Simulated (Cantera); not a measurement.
A Cantera script and its output.

```python
import numpy as np
import cantera as ct

gas = ct.Solution("gri30.yaml")
gas.TPX = 1275, 100, {'H2': 0.016, 'O2': 1}
reactor = ct.IdealGasConstPressureReactor(gas, energy="off", clone=False)
net = ct.ReactorNet([reactor])
net.rtol, net.atol = 1e-08, 1e-18
show = ['H2', 'O2', 'H2O', 'H', 'HO2', 'H2O2']
times = np.geomspace(0.0001, 9, 11)

steps = ct.SolutionArray(gas, extra=["t"])
rows = []
print(f"{'t/s':>10s}{'T/K':>9s}{'P/Pa':>11s}" + "".join(f"{s:>11s}" for s in show))
for t in times:
    while net.time < t:
        t_next = net.step()
        steps.append(gas.state, t=t_next)
    rows.append([np.interp(t, steps.t, y) for y in (steps.T, steps.P, *steps(*show).X.T)])
    print(f"{t:10.3e}{rows[-1][0]:9.1f}{rows[-1][1]:11.4g}" + "".join(f"{x:11.3e}" for x in rows[-1][2:]))
rate = np.gradient(steps.T, steps.t)
print("integrator steps:", len(steps.t))
if steps.T.max() > steps.T[0] + 200:
    print(f"time of steepest temperature rise: {steps.t[rate.argmax()]:.4e} s")
gas.TPX = 1275, 100, {'H2': 0.016, 'O2': 1}
gas.equilibrate("TP")
print(f"equilibrium (TP): T = {gas.T:.1f} K  " + "  ".join(f"{s} {gas[s].X[0]:.3e}" for s in show))
```

It prints:

```
       t/s      T/K       P/Pa         H2         O2        H2O          H        HO2       H2O2
 1.000e-04   1275.0        100  1.575e-02  9.843e-01  6.281e-13  3.606e-10  4.055e-10  3.609e-15
 3.129e-04   1275.0        100  1.575e-02  9.843e-01  1.686e-11  9.054e-10  1.269e-09  3.529e-14
 9.791e-04   1275.0        100  1.575e-02  9.843e-01  3.696e-10  1.788e-09  3.970e-09  3.440e-13
 3.064e-03   1275.0        100  1.575e-02  9.843e-01  6.365e-09  3.955e-09  1.242e-08  3.332e-12
 9.587e-03   1275.0        100  1.575e-02  9.843e-01  1.418e-07  2.591e-08  3.883e-08  3.156e-11
 3.000e-02   1275.0        100  1.569e-02  9.842e-01  4.105e-05  5.551e-06  1.195e-07  2.753e-10
 9.387e-02   1275.0        100  1.472e-04  9.697e-01  1.428e-02  9.762e-04  8.206e-08  2.317e-09
 2.937e-01   1275.0        100  9.887e-05  9.696e-01  1.444e-02  8.927e-04  7.677e-08  1.947e-09
 9.192e-01   1275.0        100  9.683e-05  9.700e-01  1.447e-02  8.638e-04  7.609e-08  1.943e-09
 2.876e+00   1275.0        100  9.081e-05  9.709e-01  1.455e-02  7.806e-04  7.403e-08  1.929e-09
 9.000e+00   1275.0        100  7.498e-05  9.733e-01  1.475e-02  5.783e-04  6.805e-08  1.880e-09
integrator steps: 566
equilibrium (TP): T = 1275.0 K  H2 2.810e-08  O2 9.841e-01  H2O 1.586e-02  H 3.933e-09  HO2 6.634e-09  H2O2 2.245e-11
```

Cantera simulation using GRI-Mech 3.0 (53 species, 325 reactions); the numbers are that mechanism's predictions, not measurements. Radical loss at walls, strong at low pressure, is not modelled.
